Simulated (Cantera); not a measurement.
SiCl4 + HCl + H2 (silicon epitaxy and polysilicon growth)

Feed: 1 mol SiCl4, 0.046 mol HCl, 26 mol H2, at 1500 °C and 1.05 Torr.

Equilibrium computed with Cantera from the NASA thermochemical tables; the gas is ideal and each condensed phase is pure. Candidate condensed phases: Si; 19 gas species. The tables' values for SiCl, SiCl3 are old estimates; treat these amounts as uncertain. Gases not in the tables: Si2H6 and higher silanes. Rates play no part.

```json
{
  "x(H2)": "0.876",
  "x(HCl)": "0.0868",
  "x(SiCl2)": "0.0277",
  "x(H)": "0.00711",
  "x(Si)": "0.00152",
  "x(Cl)": "0.000542",
  "x(SiCl)": "0.000538",
  "x(SiH)": "6.58e-5",
  "x(SiCl3)": "5.47e-5",
  "n(Si(l))": "0.157 mol",
  "gas_amount": "28.20 mol"
}
```
